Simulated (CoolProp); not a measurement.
Model: reference Helmholtz-energy equation of state, Gao 2016, in CoolProp.

Task: Give the vapour pressure (MPa), liquid density (kg/m³), vapour density (kg/m³), liquid cp (kJ/(kg K)) of saturated sulfur dioxide at 20.95, 53.15 °C.

Result: 
| T (°C) | p (MPa) | liquid density (kg/m³) | vapour density (kg/m³) | liquid cp (kJ/(kg K)) |
|---|---|---|---|---|
| 20.95 | 0.342 | 1380 | 9.56 | 1.39 |
| 53.15 | 0.918 | 1280 | 24.7 | 1.45 |
